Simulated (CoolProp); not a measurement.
A single-stage vapour-compression cycle with hydrogen chloride: evaporating at 222.15 K (dew point), condensing at 265.15 K (bubble point), superheat 10 K, subcooling 2 K, compressor efficiency 0.9, no pressure losses. Each further row changes one setting.

Model: reference Helmholtz-energy equation of state, Thol 2018, in CoolProp.

```csv
case,cooling COP,pressure ratio,discharge temperature (K),refrigerating effect (kJ/kg),volumetric capacity (kJ/m³)
as stated,3.58,4.13,356.9,339,3500
evaporating temperature 227.15 K,4.25,3.40,343.5,341,4220
condensing temperature 260.15 K,4.17,3.58,341.9,348,3600
subcooling 7 K,3.68,4.13,356.9,348,3600
superheat 20 K,3.49,4.13,373.3,349,3410
compressor efficiency 0.8,3.18,4.13,369.9,339,3500
```
